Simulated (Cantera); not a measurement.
Mixture: 29.7 % H2, 13.5 % O2, 56.8 % N2, at 10.0 bar, adiabatic and at constant pressure. Ignition delay is the time to a rise of 400 K.

Detailed kinetics in Cantera: GRI-Mech 3.0 (53 species, 325 reactions). The hydrogen kinetics of GRI-Mech 3.0 are dated; newer H2 mechanisms differ, most at raised pressure.

Q: At T0 = 1350 K, what is the delay, and which 7 reactions control it most (d ln τ / d ln k, from doubling and halving each rate constant)?

A: The delay is 3.43 µs.
```
reaction                  d ln τ / d ln k   faster rate
------------------------  ---------------  ------------
H + O2 <=> O + OH                   -1.33   shortens it
H + O2 + N2 <=> HO2 + N2             0.34  lengthens it
H + O2 + M <=> HO2 + M               0.29  lengthens it
H2 + O <=> H + OH                   -0.17   shortens it
H2 + OH <=> H + H2O                 -0.09   shortens it
H + HO2 <=> 2 OH                    -0.08   shortens it
H + O2 + O2 <=> HO2 + O2             0.06  lengthens it
```
